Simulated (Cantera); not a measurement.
**Premixed flame**

A freely propagating, adiabatic, planar premixed flame of CH4 : CO : O2 : N2 : CO2 = 1 : 0.054 : 1.56 : 4.37 : 0.025 (molar parts), equivalence ratio 1.3, unburnt at 698 K and 4.80 bar; mixture-averaged transport, grid criteria slope 0.08 and curve 0.16, no radiation.

Cantera simulation using GRI-Mech 3.0 (53 species, 325 reactions); the numbers are that mechanism's predictions, not measurements. Burning velocities carry a grid error of a few per cent, more on coarse grids.

```
z (mm)   T (K)  u (m/s)     x CH4     x CO      x O2   x H2O2     x HO2     x H2O
-------  -----  -------  --------  -------  --------  -------  --------  --------
-0.221     698     1.39     0.142  0.00769     0.222  3.10e-8   1.96e-7  0.000105
-0.147     702     1.41     0.141  0.00774     0.221  3.44e-7   2.15e-6  0.000873
-0.111     717     1.44     0.139  0.00808     0.219  1.69e-6   1.06e-5   0.00343
-0.0737    812     1.65     0.130   0.0110     0.209  1.07e-5   6.89e-5    0.0170
-0.0369   1293     2.70    0.0888   0.0314     0.162  3.26e-5  0.000218    0.0758
-0.0184   1740     3.69    0.0488   0.0568     0.110  1.20e-5  0.000244     0.129
0         2145     4.61    0.0138   0.0838    0.0539  5.59e-6   9.90e-5     0.178
0.0184    2348     5.06   0.00192   0.0938    0.0209  1.38e-6   2.16e-5     0.203
0.0369    2415     5.19  0.000194   0.0910   0.00835  5.23e-7   7.01e-6     0.210
0.0737    2459     5.26   2.34e-6   0.0844   0.00280  2.96e-7   2.94e-6     0.212
0.147     2500     5.33     <1e-8   0.0819   0.00153  2.16e-7   1.70e-6     0.214
0.295     2539     5.41     <1e-8   0.0816  0.000888  1.49e-7   9.19e-7     0.217
0.590     2565     5.45     <1e-8   0.0815  0.000516  9.96e-8   4.87e-7     0.219
```
x: mole fraction of selected species; z is measured from the peak of heat release.

```json
{
 "laminar_burning_velocity": "139 cm/s",
 "thermal_thickness": "0.0737 mm",
 "peak x(H2O2)": "3.31e-5",
 "peak x(HO2)": "0.000255",
 "grid_points": "148"
}
```
